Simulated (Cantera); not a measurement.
A closed system holds: 1 mol PbO, 0.63 mol CH4, 0.26 mol H2, equilibrated at 2273.15 K.

These are equilibrium values from Cantera (NASA tables, ideal gas, pure condensed phases), not measurements of a reactor. Candidate condensed phases: C, C6H6, C7H8, C8H18, H2O, Pb, PbO, PbO2, Pb3O4; 113 gas species. Gases not in the tables: (PbO)n polymers. Rates play no part.

Question: At 7500 Torr, list the 4 most abundant gas species with their mole fractions, and the condensed phases.

Answer: H2 0.376, Pb 0.311, CO 0.191, H2O 0.107. Condensed: gas only.
